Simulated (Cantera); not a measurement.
## Thermodynamics of thermal oxidation and active oxidation of silicon, feed Si + O2 + N2

Input: 1 mol Si, 0.055 mol O2, 1.3 mol N2, equilibrated at 1652 °C.

Equilibrium computed with Cantera from the NASA thermochemical tables; the gas is ideal and each condensed phase is pure. Candidate condensed phases: Si, SiO2, Si2N2O, Si3N4; 16 gas species. Mutual solubility and eutectic melting of coexisting phases are not modelled. The tables' values for SiN are old estimates; treat these amounts as uncertain. The numbers say what is thermodynamically allowed, not how fast it happens.

```csv
P (Pa),x N2,x Si,x SiO,x Si2,n Si(l),n Si2N2O(s),n Si3N4(s)
0.100,0.565,0.387,0.0478,7.38e-5,0,0,0
0.600,0.565,0.386,0.0479,0.000441,0,0,0
3.60,0.567,0.381,0.0480,0.00257,0,0,0
22,0.848,0.0791,0.0717,0.000679,0.764,0,0
130,0.909,0.0134,0.0769,0.000115,0.870,0,0
770,0.920,0.00226,0.0778,1.94e-5,0.886,0,0
4600,0.938,0.000378,0.0614,3.25e-6,0.863,0.0267,0
28000,0.996,2.21e-5,0.00439,6.74e-8,0,0.107,0.261
170000,1.000,1.09e-6,0.000396,9.97e-10,0,0.110,0.260
1000000,1.000,5.68e-8,3.73e-5,1.59e-11,0,0.110,0.260
```
x: gas mole fraction; n: condensed amount in mol.

From 0.100 Pa to 3.60 Pa nothing is condensed. From 22.0 Pa to 7.70 mbar the condensed part is Si(l). At 46.0 mbar the condensed part is Si(l) + Si2N2O(s). From 0.280 bar to 10.0 bar the condensed part is Si2N2O(s) + Si3N4(s). The main Si-bearing gas is Si at 0.100 Pa and SiO at 10.0 bar.
